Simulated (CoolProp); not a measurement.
Vapour-liquid equilibrium of toluene (1) + n-dodecane (2) at 73.05 °C; x and y are mole fractions of (1).

Computed with CoolProp (multi-fluid Helmholtz-energy mixture model, Lemmon 2006 and Lemmon 2004; pair parameters Bell 2016).

```
x     bubble pressure, mixture model (kPa)  bubble pressure, Raoult's law (kPa)  y, mixture model  y, Raoult's law
----  ------------------------------------  -----------------------------------  ----------------  ---------------
0.05                                 1.741                                1.993             0.728            0.763
0.15                                 4.612                                4.983             0.909            0.915
0.25                                 7.782                                7.973             0.953            0.953
0.35                                 11.03                                10.96             0.971            0.970
0.45                                 14.22                                13.95             0.981            0.980
0.55                                 17.28                                16.94             0.987            0.987
0.65                                 20.22                                19.93             0.991            0.991
0.75                                 23.09                                22.92             0.994            0.995
0.85                                 25.96                                25.91             0.997            0.997
0.95                                 28.89                                28.90             0.999            0.999
```

The largest gap from Raoult's law is -12.6 % in bubble pressure, at x = 0.05. No azeotrope shows between x = 0.05 and 0.95.

The pair parameters rest on a limited set of measurements; away from them the model extrapolates. The gap from Raoult's law changes sign with composition, which may be real or a fault of the pair parameters; it wasn't checked against measurements.
